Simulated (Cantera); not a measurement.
An isothermal, constant-pressure homogeneous reactor starts with 13.0 % H₂, 87.0 % O₂, equivalence ratio 0.075, at 1275 K and 10.00 Torr.

Detailed kinetics in Cantera: the H2/O2 subset of GRI-Mech 3.0, which has no nitrogen chemistry. Radical loss at walls, strong at low pressure, is not modelled. The temperature is held fixed by assumption; the heat of reaction is taken as removed at once.

One state of this run: x H₂ = 3.44e-5; x O₂ = 0.860; x H₂O₂ = 4.81e-8; x H₂O = 0.139; x H = 1.74e-5; x HO₂ = 6.25e-7. x: mole fraction; the columns are a selection and need not sum to one.

Which value of t (s) does it belong to?
A) 0.281
B) 0.0500
C) 0.00889
D) 1.58

A, 0.281
